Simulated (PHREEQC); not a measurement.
PHREEQC input (ion-association model, wateq4f.dat):

```
SOLUTION_MASTER_SPECIES
  An  An-  0  An  62.0  # stands for a non-complexing anion
SOLUTION_SPECIES
  An- = An-
    -log_k 0
    -gamma 3.0 0
PHASES
  Fix_H+
    H+ = H+
    -log_k 0
SOLUTION 1
  temp 25
  units mmol/kgw
  pH 7 charge
  S(6) 0.0095
  Ag 0.019
  Na 100
  An 100
END
SELECTED_OUTPUT 1
  -reset false
  -pH true
  -pe true
  -ionic_strength true
  -water true
  -totals Ag Na S S(-2) S(6)
  -molalities Hfo_wOH Hfo_wOH2+ Hfo_wO- Hfo_sOH Hfo_sOH2+ Hfo_sO- Hfo_wSO4- Hfo_wOHSO4-2 Hfo_sOAg Hfo_wOAg
  -saturation_indices Ag2O Ag2SO4 Mirabilite
USER_PUNCH 1
  -headings sigma psi
  10 PUNCH EDL("sigma", "Hfo"), EDL("psi", "Hfo")
PRINT
  -reset false
USE solution 1
SURFACE 1
  Hfo_wOH 4.26966e-05 600 0.019
  Hfo_sOH 1.06742e-06
EQUILIBRIUM_PHASES 1
  Fix_H+ -4 HAn 10
    -force_equality true
  O2(g) -0.68 10
END
# ... the last block is repeated for the other 12 points of pH, with NaOH or the acid as the point needs
```

Selected output (columns that matter, 13 of 13 rows; pH added in front):

```
pH	mu	Ag	Na	S	m_Hfo_wOH	m_Hfo_wOH2+	m_Hfo_wO-	m_Hfo_sOH	m_Hfo_sOH2+	m_Hfo_sO-	si_Ag2O	si_Mirabilite	sigma	psi
4	0.10016	1.9e-05	0.1	4.2162e-06	3.1378e-06	3.4268e-05	6.5818e-09	8.9502e-08	9.7748e-07	1.8774e-10	-14.239	-6.9933	0.24666	0.1332
4.67	0.10006	1.8997e-05	0.1	5.4085e-06	9.0487e-06	2.9493e-05	6.3601e-08	2.4942e-07	8.1295e-07	1.7531e-09	-12.899	-6.8837	0.20821	0.12463
5.33	0.10004	1.8972e-05	0.1	7.2397e-06	1.8013e-05	2.2086e-05	3.3655e-07	4.6305e-07	5.6776e-07	8.6516e-09	-11.58	-6.7567	0.15786	0.11071
6	0.10003	1.8839e-05	0.1	8.7973e-06	2.6275e-05	1.4636e-05	1.0806e-06	5.6821e-07	3.1652e-07	2.3367e-08	-10.246	-6.672	0.10663	0.091343
6.67	0.10003	1.8476e-05	0.1	9.3875e-06	3.0661e-05	9.691e-06	2.2222e-06	3.9906e-07	1.2613e-07	2.8923e-08	-8.9228	-6.6438	0.062268	0.066267
7.33	0.10003	1.8083e-05	0.1	9.4881e-06	3.2271e-05	6.9155e-06	3.4498e-06	1.5086e-07	3.2329e-08	1.6127e-08	-7.6215	-6.6391	0.02928	0.037208
8	0.10003	1.7756e-05	0.1	9.499e-06	3.2592e-05	5.1663e-06	4.7103e-06	3.8493e-08	6.1017e-09	5.5631e-09	-6.2974	-6.6386	0.0038486	0.0053201
8.67	0.10003	1.6957e-05	0.10001	9.4999e-06	3.1793e-05	3.7626e-06	6.1541e-06	8.9454e-09	1.0587e-09	1.7315e-09	-4.9976	-6.6385	-0.020249	-0.026807
9.33	0.10006	1.446e-05	0.10004	9.5e-06	2.8761e-05	2.3309e-06	8.1298e-06	2.3166e-09	1.8775e-10	6.5484e-10	-3.8171	-6.6383	-0.049088	-0.056123
10	0.10016	9.6267e-06	0.10015	9.5e-06	2.2213e-05	1.0126e-06	1.1163e-05	7.4995e-10	3.4186e-11	3.7689e-10	-2.8358	-6.6376	-0.085924	-0.080974
10.67	0.10065	5.1437e-06	0.10064	9.5e-06	1.4097e-05	2.9339e-07	1.5517e-05	3.0927e-10	6.4367e-12	3.4042e-10	-2.066	-6.6347	-0.12886	-0.10047
11.33	0.10284	3.0172e-06	0.10285	9.5e-06	7.1467e-06	5.6863e-08	2.0577e-05	1.3446e-10	1.0698e-12	3.8713e-10	-1.3424	-6.6217	-0.17369	-0.11481
12	0.1133	3.7072e-06	0.11331	9.5e-06	2.7133e-06	6.5492e-09	2.5751e-05	5.352e-11	1.2919e-13	5.0795e-10	-0.5425	-6.5641	-0.21791	-0.1238
```
